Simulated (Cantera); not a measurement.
**Aluminium and copper etching: Al + HCl + N2**

Charge: 1 mol Al, a varied amount of HCl, 34 mol N2, equilibrated at 1077 °C and 6.60 Pa.

Equilibrium computed with Cantera from the NASA thermochemical tables; the gas is ideal and each condensed phase is pure. Candidate condensed phases: Al, AlCl3, AlN, NH4Cl; 20 gas species. The tables' values for AlCl2 are old estimates; treat these amounts as uncertain. Rates play no part.

At 1.2 mol HCl the condensed part is AlN(s). From 1.5 mol HCl to 14 mol HCl nothing is condensed. The main Al-bearing gas is AlCl at 1.2 mol HCl and AlCl3 at 14 mol HCl.

```tsv
n(HCl) (mol)	x N2	x HCl	x H2	x AlCl	x AlCl3	n AlN(s)
1.2	0.957	0.00539	0.0142	0.0208	0.00155	0.154
1.5	0.948	0.00705	0.0174	0.0234	0.00245	0
2	0.938	0.0132	0.0210	0.0190	0.00580	0
2.5	0.929	0.0198	0.0242	0.0152	0.00902	0
3.2	0.915	0.0302	0.0279	0.0109	0.0129	0
4.1	0.897	0.0455	0.0313	0.00690	0.0167	0
5.3	0.872	0.0688	0.0335	0.00381	0.0196	0
6.8	0.841	0.0996	0.0343	0.00200	0.0210	0
8.7	0.804	0.138	0.0339	0.00104	0.0214	0
11	0.763	0.181	0.0327	0.000573	0.0210	0
14	0.715	0.232	0.0310	0.000316	0.0201	0
```
x: gas mole fraction; n: condensed amount in mol.
